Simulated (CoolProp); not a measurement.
R11 along the isobar 3.01 MPa: fugacity coefficient from the reference equation and from simpler models built on Tc = 471.1 K, pc = 4.408 MPa, ω = 0.189; each cubic takes its own stable root.

Model: reference Helmholtz-energy equation of state, Jacobsen 1992, in CoolProp.

```csv
T (K),phase,reference,van der Waals,Redlich-Kwong,Soave-Redlich-Kwong
394.7,liquid,0.3722,0.5712,0.4272,0.3789
401.7,liquid,0.4150,0.6055,0.4693,0.4224
408.7,liquid,0.4601,0.6402,0.5129,0.4682
415.7,liquid,0.5074,0.6749,0.5577,0.5159
422.8,liquid,0.5572,0.7101,0.6040,0.5659
429.8,liquid,0.6079,0.7433,0.6501,0.6166
436.8,liquid,0.6599,0.7542,0.6963,0.6680
443.8,liquid,0.7126,0.7643,0.7291,0.7195
450.8,gas,0.7362,0.7737,0.7421,0.7380
457.9,gas,0.7507,0.7827,0.7542,0.7517
464.9,gas,0.7637,0.7910,0.7653,0.7642
471.9,gas,0.7757,0.7989,0.7757,0.7759
478.9,gas,0.7868,0.8063,0.7854,0.7868
486,gas,0.7973,0.8134,0.7947,0.7971
493,gas,0.8070,0.8201,0.8033,0.8068
500,gas,0.8162,0.8264,0.8115,0.8158
```

At some of these states van der Waals, Redlich-Kwong gives the other phase, because its saturation line lies elsewhere.
